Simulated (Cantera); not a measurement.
# Equilibrium for carbothermic reduction: CuO + CH4 + CO

Input: 1 mol CuO, 1.8 mol CH4, 0.022 mol CO, held at 100 Torr.

These are equilibrium values from Cantera (NASA tables, ideal gas, pure condensed phases), not measurements of a reactor. Candidate condensed phases: C, C6H6, C7H8, C8H18, Cu, CuO, Cu(OH)2, Cu2O, H2O; 113 gas species. Rates play no part.

```csv
T (K),log p H2,log p CO,log p Cu,log p H,log p C2H2 (acetylene),n C(graphite),n Cu(s),n Cu(l)
1223,-0.98,-1.53,-7.64,-7.01,-7.79,0.798,1.000,0
1423,-0.98,-1.53,-5.68,-5.67,-6.45,0.799,0,1.000
1623,-0.98,-1.53,-4.26,-4.65,-5.44,0.799,0,0.998
1823,-0.99,-1.53,-3.15,-3.86,-4.66,0.798,0,0.975
2023,-1.00,-1.55,-2.27,-3.22,-4.05,0.793,0,0.806
2223,-1.08,-1.62,-1.63,-2.73,-3.61,0.779,0,0
2423,-1.09,-1.62,-1.64,-2.30,-3.20,0.746,0,0
```
log p: log10 of the partial pressure in bar; n: condensed amount in mol.

At 1223 K the condensed part is C(graphite) + Cu(s). From 1423 K to 2023 K the condensed part is C(graphite) + Cu(l). From 2223 K to 2423 K the condensed part is C(graphite). The main Cu-bearing gas is Cu throughout.
